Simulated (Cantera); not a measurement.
Input (Python, Cantera) and output of one run.

```python
import numpy as np
import cantera as ct

gas_names = """
    H HNO HNO2 HNO3 HO2 H2 H2O H2O2 N NH NH2 NH3 NH2OH NO NO2 NO3 N2 N2H2 N2H4 N2O O OH O2 O3 Si SiH
    SiH2 SiH3 SiH4 SiN SiO SiO2 Si2 Si2N Si3
""".split()
cond_names = """
    H2O(s) H2O(L) Si(cr) Si(L) SiO2(Lqz) SiO2(hqz) SiO2(L) Si2N2O(s) Si3N4(a)
""".split()


# ... load() reads the species with a 1 bar reference pressure and builds the phases ...
atoms = {
    'Si3N4': {'Si': 3, 'N': 4},
    'H2O': {'H': 2, 'O': 1},
    'H2': {'H': 2},
    'O2': {'O': 2},
}
top_T = {'Si2N2O(s)': 2100, 'Si3N4(a)': 2400}  # K; cautious upper limits of use, not melting points


# ... equilibrate(T, P, feed) seeds the gas with the atoms and calls Mixture.equilibrate('TP', solver="vcs", rtol=1e-11, max_steps=5000) ...
results = []
feed = {'Si3N4': 1, 'H2O': 0.019, 'H2': 110, 'O2': 1.6}  # mol
T = 1425  # K
P = 0.65  # Pa
mix = equilibrate(T, P, feed)
results.append((T, P, feed, dict(zip(mix.species_names, mix.species_moles))))
print(gas.report(threshold=0.0001))
for i in range(1, mix.n_phases):
    print(f"{mix.phase(i).name:16s} {mix.phase_moles(i):12.5e} mol")
```

Output:

```
       temperature   1425 K
          pressure   0.65 Pa
           density   1.9426e-07 kg/m^3
  mean mol. weight   3.5409 kg/kmol
   phase of matter   gas

                          1 kg             1 kmol
                     ---------------   ---------------
          enthalpy         8.996e+06        3.1854e+07  J
   internal energy        5.6499e+06        2.0006e+07  J
           entropy             79568        2.8174e+05  J/K
    Gibbs function       -1.0439e+08       -3.6963e+08  J
 heat capacity c_p            9093.2             32198  J/K
 heat capacity c_v              6745             23883  J/K

                      mass frac. Y      mole frac. X     chem. pot. / RT
                     ---------------   ---------------   ---------------
                 H        0.00074388         0.0026131           -15.223
                H2           0.54305           0.95381           -30.446
               H2O         0.0051624         0.0010147           -65.334
                N2           0.13751          0.017381           -41.852
               SiO           0.31353          0.025183           -52.588
     [  +30 minor]        7.5571e-07        8.8542e-08

Si(cr)            0.00000e+00 mol
SiO2(hqz)         1.02235e-01 mol
Si2N2O(s)         0.00000e+00 mol
Si3N4(a)          0.00000e+00 mol
```

Equilibrium computed with Cantera from the NASA thermochemical tables; the gas is ideal and each condensed phase is pure. The tables hold silica as quartz up to 1696 K and as liquid above; real silica turns to tridymite and cristobalite and melts near 1996 K.
